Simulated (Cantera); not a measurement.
A freely propagating, adiabatic, planar premixed flame of 11.2 % CH₄, 18.7 % O₂, 70.1 % N₂, equivalence ratio 1.2, unburnt at 523 K and 0.118 atm; mixture-averaged transport, grid criteria slope 0.08 and curve 0.16, no radiation.

Model: GRI-Mech 3.0 (53 species, 325 reactions), integrated in Cantera. Burning velocities carry a grid error of a few per cent, more on coarse grids.

Task: Predict: laminar burning velocity; thermal thickness; peak x(C₂H₄); peak x(CH₃).

Result: 
| Property | Value |
|---|---|
| laminar burning velocity | 137 cm/s |
| thermal thickness | 2.30 mm |
| peak x(C₂H₄) | 0.000827 |
| peak x(CH₃) | 0.00511 |
